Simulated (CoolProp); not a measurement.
Properties of cyclohexane at several states (Tc = 280.5 °C, pc = 4081 kPa, ω = 0.209).

Values from CoolProp's reference Helmholtz-energy equation of state, Zhou 2014.

```tsv
T (°C)	p (kPa)	phase	cp (kJ/(kg K))	isothermal compressibility (1/MPa)
145.35	1540	liquid	2.469	(withheld)
191.55	40.2	gas	(withheld)	25.02
293.35	28.5	gas	2.547	35.17
33.25	96.5	liquid	(withheld)	(withheld)
23.15	2610	liquid	(withheld)	(withheld)
```

**Question.** Some entries are withheld; supply them.

**Answer.** 
- 145.35, isothermal compressibility (1/MPa): 0.003695
- 191.55, cp (kJ/(kg K)): 2.105
- 33.25, cp (kJ/(kg K)): 1.898
- 33.25, isothermal compressibility (1/MPa): 0.001209
- 23.15, cp (kJ/(kg K)): 1.846
- 23.15, isothermal compressibility (1/MPa): 0.001078
